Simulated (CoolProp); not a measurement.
Vapour pressure (MPa) of hydrogen chloride: the reference equation beside estimates from Tc = 324.7 K, pc = 8.314 MPa, ω = 0.130. Clausius-Clapeyron is anchored at 263 K with a constant enthalpy of vaporisation of 12.18 kJ/mol.

Computed with CoolProp (reference Helmholtz-energy equation of state, Thol 2018).

```tsv
T (K)	reference	Clausius-Clapeyron	van der Waals	Soave-Redlich-Kwong	Peng-Robinson
240.2	0.9778	1.160	2.197	0.9860	0.9801
245.9	1.179	1.336	2.462	1.193	1.184
251.6	1.409	1.529	2.746	1.430	1.417
257.3	1.671	1.739	3.050	1.700	1.684
263	1.968	1.968	3.375	2.006	1.985
268.7	2.301	2.214	3.721	2.350	2.325
274.4	2.675	2.480	4.089	2.734	2.705
280.1	3.092	2.765	4.478	3.162	3.129
```

Absolute difference from the reference over all 8 rows, mean and median: Clausius-Clapeyron 8.3 and 7.9 %, van der Waals 80.2 and 77.0 %, Soave-Redlich-Kwong 1.7 and 1.8 %, Peng-Robinson 0.8 and 0.8 %.
